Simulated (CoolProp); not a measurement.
Model: reference Helmholtz-energy equation of state, Platzer 1990, in CoolProp. This equation is an older, rougher fit; its heat capacities, sound speeds and derivatives of the liquid may be far off and weren't checked against measurements.

### Question
Give the vapour pressure (bar), vapour Z, surface tension (mN/m), liquid viscosity (µPa s) of saturated c-C4F8 (RC318) at 48.75, 64.95, 70.35 °C.

### Answer
| T (°C) | p (bar) | vapour Z | surface tension (mN/m) | liquid viscosity (µPa s) |
|---|---|---|---|---|
| 48.75 | 6.27 | 0.832 | 5.58 | 256 |
| 64.95 | 9.48 | 0.771 | 3.94 | 202 |
| 70.35 | 10.8 | 0.747 | 3.42 | 185 |

Viscosity comes from a separate model (Huber 2003), an estimate that may be off by 10 % or more. Surface tension comes from a separate correlation (Mulero 2012).
